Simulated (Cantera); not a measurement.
Feed: 1 mol V₂O₃, 1.5 mol H₂, 29 mol N₂, at 1700 K and 0.000130 bar.

Method: chemical equilibrium by Gibbs-energy minimisation in Cantera with the NASA 1993 tables (ideal gas, pure condensed phases). Candidate condensed phases: H₂O, V, VN, VO, V₂O₃, V₂O₄, V₂O₅; 28 gas species. Mutual solubility and eutectic melting of coexisting phases are not modelled. VO: taken at fixed stoichiometry. Condensed phases not in the tables: the oxides between V₂O₃ and V₂O₅ other than VO₂. The numbers say what is thermodynamically allowed, not how fast it happens.

Base state: N₂ 0.949, H₂ 0.0472, H 0.00281, H₂O 0.000459, VO₂ 0.000420, VO 5.99e-5 (mole fractions); condensed: VO(s) + V₂O₃(s).

Q: What changes in the equilibrium state with this change: pressure from 0.000130 bar to 0.260 bar?

A: 
| species | before | after |
|---|---|---|
| N₂ | 0.949 | 0.951 |
| H₂ | 0.0472 | 0.0487 |
| H₂O | 0.000459 | 0.000473 |
| H | 0.00281 | 6.38e-5 |
| VO₂ | 0.000420 | 2.10e-7 |
| VO | 5.99e-5 | 2.99e-8 |
| VO(s), mol | 0.0391 | 0.0289 |
| V₂O₃(s), mol | 0.973 | 0.986 |

Q: What changes in the equilibrium state with this change: temperature from 1700 K to 1675 K?

A: 
| species | before | after |
|---|---|---|
| N₂ | 0.949 | 0.950 |
| H₂ | 0.0472 | 0.0476 |
| H | 0.00281 | 0.00222 |
| VO₂ | 0.000420 | 0.000242 |
| VO | 5.99e-5 | 3.44e-5 |
| H₂O | 0.000459 | 0.000415 |
| VO(s), mol | 0.0391 | 0.0317 |
| V₂O₃(s), mol | 0.973 | 0.980 |
